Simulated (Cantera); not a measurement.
# Equilibrium for boron, boron nitride and boron oxide: B + H2 + O2

A closed system holds: 1 mol B, 50 mol H2, 0.073 mol O2, equilibrated at 1.33 mbar.

These are equilibrium values from Cantera (NASA tables, ideal gas, pure condensed phases), not measurements of a reactor. Candidate condensed phases: B, B2O3, B3O3H3, H2O; 23 gas species. Mutual solubility and eutectic melting of coexisting phases are not modelled. Rates play no part.

```csv
T (K),x H2,x HBO,x H,x B3O3H3,n B(s),n B2O3(l)
1148,0.999,0.000632,1.96e-6,0.000246,0.880,0.0253
1173,0.999,0.00100,3.23e-6,0.000248,0.873,0.0183
1198,0.998,0.00156,5.20e-6,0.000250,0.863,0.00754
1223,0.998,0.00213,8.22e-6,0.000179,0.856,0
1248,0.997,0.00241,1.28e-5,7.74e-5,0.856,0
1273,0.997,0.00257,1.95e-5,2.90e-5,0.855,0
1298,0.997,0.00264,2.93e-5,1.03e-5,0.855,0
1323,0.997,0.00268,4.34e-5,3.69e-6,0.855,0
1348,0.997,0.00271,6.33e-5,1.35e-6,0.854,0
1373,0.997,0.00273,9.11e-5,5.08e-7,0.854,0
1398,0.997,0.00274,0.000129,1.97e-7,0.854,0
1423,0.997,0.00275,0.000182,7.90e-8,0.854,0
1448,0.997,0.00276,0.000252,3.26e-8,0.854,0
```
x: gas mole fraction; n: condensed amount in mol.

From 1148 K to 1198 K the condensed part is B(s) + B2O3(l). From 1223 K to 1448 K the condensed part is B(s). The main B-bearing gas is B3O3H3 at 1148 K and HBO at 1448 K.
